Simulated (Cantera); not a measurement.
Source: NASA polynomial tables (part measured, part estimated), evaluated in Cantera. Values are per mole of reaction as written; species without (g) are pure solids or liquids, kept so even where they would boil at 1 bar.

O(g) + 2 HCl(g) + SrO = H2O2(g) + SrCl2

```csv
T (K),ΔH° (kJ),ΔS° (J/K),ΔG° (kJ),log10 K
1300,-399.5,-206.0,-131.7,5.29
1350,?,?,?,?
1400,?,?,?,?
1450,-395.7,-203.2,-101.1,3.64
1500,-394.4,-202.3,-90.9,3.17
```

Problem. What belongs in the gaps?

Solution. 
- 1350, ΔH° (kJ): -398.2
- 1350, ΔS° (J/K): -205.0
- 1350, ΔG° (kJ): -121.5
- 1350, log10 K: 4.70
- 1400, ΔH° (kJ): -396.9
- 1400, ΔS° (J/K): -204.1
- 1400, ΔG° (kJ): -111.2
- 1400, log10 K: 4.15
